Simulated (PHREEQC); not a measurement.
0.023 g of hydrous ferric oxide (600 m²/g; 0.2 weak and 0.005 strong sites per Fe, Dzombak-Morel constants, diffuse double layer) in 1 kg of water with 0.01 mol/kgw of an inert sodium salt and 5.1e-06 mol NaF and 3.9e-05 mol NaH2PO4, at 25 °C; the pH is set by adding NaOH or the inert anion's acid. Oxygen alone is held at its pressure in air (log pO2 = -0.68). No CO2 enters from the air. No solid was allowed to form.

The series has 17 steps of pH, from 4 to 12.

The numbers come from PHREEQC with the ion-association model, wateq4f.dat.

Question: Near which pH is half of the P sorbed, and on which side is more sorbed?

Answer: Near pH 7.5, with more sorbed at lower pH.

Question: At which pH does the surface charge pass through zero?

Answer: Near pH 6.5.

Species that the database lacks are ignored. H3PO4, which wateq4f.dat lacks, is added to it with the constant of phreeqc.dat.
